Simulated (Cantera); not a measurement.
Input: 1 mol CaO, 0.11 mol O₂, 9.1 mol CO₂, at 577 °C and 3300 Pa.

Cantera equilibrium calculation (NASA polynomials, part measured and part estimated; ideal gas, pure solids and liquids). Candidate condensed phases: C, Ca, CaCO₃, CaO; 15 gas species. The numbers say what is thermodynamically allowed, not how fast it happens.

Problem. What is the equilibrium state?

Solution. 
| Quantity | Value |
|---|---|
| x(CO₂) | 0.987 |
| x(O₂) | 0.0134 |
| n(CaCO₃(calcite)) | 1.00 mol |
| gas amount | 8.210 mol |
| log10 activity of C(graphite) (absent) | -22.45 |
| log10 activity of Ca(s) (absent) | -33.19 |
